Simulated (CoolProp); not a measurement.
Vapour-liquid equilibrium of n-heptane (1) + n-dodecane (2) at 0.0642 MPa; x and y are mole fractions of (1).

Values from CoolProp's multi-fluid Helmholtz-energy mixture model, Span 2003 and Lemmon 2004; pair parameters Bell 2016.

Problem. Give the bubble temperature and the first vapour's composition at x = 0.25, 0.45, 0.75. Is there an azeotrope?

Solution. x = 0.25: 132.3 °C, y = 0.902; x = 0.45: 109.8 °C, y = 0.971; x = 0.75: 92.5 °C, y = 0.994. No azeotrope shows between x = 0.05 and 0.95.

The pair parameters rest on a limited set of measurements; away from them the model extrapolates.
